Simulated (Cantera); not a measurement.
Input: 1 mol SiH2Cl2, 0.54 mol HCl, a varied amount of H2, at 1550 K and 4.20 mbar.

Equilibrium computed with Cantera from the NASA thermochemical tables; the gas is ideal and each condensed phase is pure. Candidate condensed phases: Si; 19 gas species. The tables' values for SiCl3, SiCl are old estimates; treat these amounts as uncertain. Equilibrium is a limit: real reactors are often held back by kinetics, nucleation or transport.

x: gas mole fraction; n: condensed amount in mol.

```tsv
n(H2) (mol)	x H2	x SiCl2	x HCl	x SiCl3	x SiCl4	n Si(s)
1.5	0.592	0.209	0.192	0.00617	0.000509	0.132
2	0.630	(withheld)	0.184	0.00494	(withheld)	(withheld)
2.6	0.667	(withheld)	0.175	0.00389	(withheld)	(withheld)
3.5	0.709	0.124	0.163	0.00284	0.000181	0.231
4.7	0.751	0.0979	0.149	0.00199	0.000112	0.275
6.3	0.790	0.0749	0.133	0.00133	6.56e-5	0.325
8.5	0.826	0.0552	0.117	0.000839	3.56e-5	0.381
11	0.855	0.0414	0.103	0.000545	2.00e-5	0.431
15	0.884	0.0284	0.0869	0.000311	9.46e-6	0.495
20	0.907	0.0196	0.0729	0.000177	4.47e-6	0.554
27	0.927	0.0129	0.0599	9.48e-5	1.94e-6	0.616
```

### Question
Some entries are withheld; supply them.

### Answer

- 2, x SiCl2: 0.180
- 2, x SiCl4: 0.000378
- 2, n Si(s): 0.161
- 2.6, x SiCl2: 0.153
- 2.6, x SiCl4: 0.000275
- 2.6, n Si(s): 0.191
